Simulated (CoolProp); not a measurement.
Values from CoolProp's reference Helmholtz-energy equation of state, Gao 2016.

Question: For sulfur dioxide, give the phase and the density (kg/m³), cp (kJ/(kg K)), speed of sound (m/s), Joule-Thomson coefficient (K/MPa) at 484.6 K and 19.7 MPa; 484.6 K and 21.9 MPa.

Answer: 
- 484.6 K and 19.7 MPa: supercritical; density 707, cp 2.12, speed of sound 314, Joule-Thomson coefficient 2.17
- 484.6 K and 21.9 MPa: supercritical; density 759, cp 1.92, speed of sound 349, Joule-Thomson coefficient 1.65
